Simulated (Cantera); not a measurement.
Si3H8 + Cl2 + H2 (silicon epitaxy and polysilicon growth)

Feed: 1 mol Si3H8, 0.55 mol Cl2, 700 mol H2, held at 1 atm.

These are equilibrium values from Cantera (NASA tables, ideal gas, pure condensed phases), not measurements of a reactor. Candidate condensed phases: Si; 19 gas species. The feed counts by its element totals alone. Gases not in the tables: Si2H6 and higher silanes. The numbers say what is thermodynamically allowed, not how fast it happens.

From 873 K to 1623 K the condensed part is Si(s). At 1698 K the condensed part is Si(l). The main Si-bearing gas is SiHCl3 at 873 K and SiH2 at 1698 K.

```csv
T (K),x H2,x HCl,x SiHCl3,x H,x SiH2Cl2,x SiCl4,x SiH2,n Si(s),n Si(l)
873,0.999,0.000532,0.000216,4.65e-11,7.91e-5,5.37e-5,1.37e-12,2.75,0
948,0.999,0.000962,0.000122,5.21e-10,5.79e-5,2.61e-5,1.90e-11,2.85,0
1023,0.999,0.00133,4.37e-5,4.11e-9,3.08e-5,6.86e-6,1.80e-10,2.94,0
1098,0.998,0.00148,1.10e-5,2.46e-8,1.29e-5,1.12e-6,1.25e-9,2.98,0
1173,0.998,0.00153,2.69e-6,1.17e-7,5.25e-6,1.77e-7,6.80e-9,2.99,0
1248,0.998,0.00154,7.45e-7,4.64e-7,2.31e-6,3.26e-8,3.01e-8,2.99,0
1323,0.998,0.00154,2.36e-7,1.57e-6,1.11e-6,7.18e-9,1.13e-7,2.99,0
1398,0.998,0.00154,8.42e-8,4.70e-6,5.74e-7,1.85e-9,3.65e-7,2.99,0
1473,0.998,0.00154,3.34e-8,1.26e-5,3.18e-7,5.50e-10,1.05e-6,2.99,0
1548,0.998,0.00154,1.45e-8,3.06e-5,1.87e-7,1.84e-10,2.72e-6,2.99,0
1623,0.998,0.00154,6.81e-9,6.86e-5,1.15e-7,6.80e-11,6.46e-6,2.99,0
1698,0.998,0.00154,3.37e-9,0.000144,7.31e-8,2.71e-11,1.39e-5,0,2.98
```
x: gas mole fraction; n: condensed amount in mol.
